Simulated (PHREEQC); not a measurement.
Dissolve 0.242 mol/kgw HF, 9.7e-05 mol/kgw Na2CO3 and 0.00011 mol/kgw LiCl at 25 °C. Closed to the air; pH follows from the charge balance.

The numbers come from PHREEQC with the ion-association model, phreeqc.dat.

This is a speciation only: nothing precipitates in the calculation.

Question: Order these F species by the share of F that they hold, largest first: F-, HF, HF2-.

Answer: HF (89 %), HF2- (6.9 %), F- (4.2 %)

The pH is 1.79 and the ionic strength 0.0186 mol/kgw.
